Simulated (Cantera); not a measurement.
Input: 1 mol Si₂H₆, 22 mol N₂, equilibrated at 1123.15 K and 1.33 mbar.

Cantera equilibrium calculation (NASA polynomials, part measured and part estimated; ideal gas, pure solids and liquids). Candidate condensed phases: Si, Si₃N₄; 18 gas species. The feed counts by its element totals alone. N₂ is the only nitrogen source here; it is nearly inert below about 1500 K, so the nitride shown seldom forms there in practice. The numbers say what is thermodynamically allowed, not how fast it happens.

Base state: N₂ 0.873, H₂ 0.127 (mole fractions); condensed: Si₃N₄(s).

Question: What changes in the equilibrium state with this change: Si₂H₆ replaced by SiHCl₃?

Answer: 
```json
[
 {"species": "N₂", "before": "0.873", "after": "0.936"},
 {"species": "HCl", "before": "0", "after": "0.0399"},
 {"species": "SiCl₄", "before": "0", "after": "0.0217"},
 {"species": "H₂", "before": "0.127", "after": "0.00162"},
 {"species": "SiCl₃", "before": "0", "after": "0.000730"},
 {"species": "SiCl₂", "before": "0", "after": "0.000305"},
 {"species": "Si₃N₄(s), mol", "before": "0.667", "after": "0.158"}
]
```
The tables' values for SiCl₃ are old estimates; treat these amounts as uncertain. Further candidate phases: NH₄Cl.

Question: What changes in the equilibrium state with this change: temperature from 1123.15 K to 1750 K?

Answer: 
| species | before | after |
|---|---|---|
| N₂ | 0.873 | 0.878 |
| H₂ | 0.127 | 0.119 |
| H | 4.17e-7 | 0.00219 |
| Si | <1e-9 | 0.00113 |
| Si₂N | <1e-9 | 3.38e-5 |
| SiN | <1e-9 | 1.99e-5 |
| SiH | <1e-9 | 1.87e-5 |
| Si₃N₄(s), mol | 0.667 | 0 |
| Si(l), mol | 0 | 1.97 |
The tables' values for SiN are old estimates; treat these amounts as uncertain.
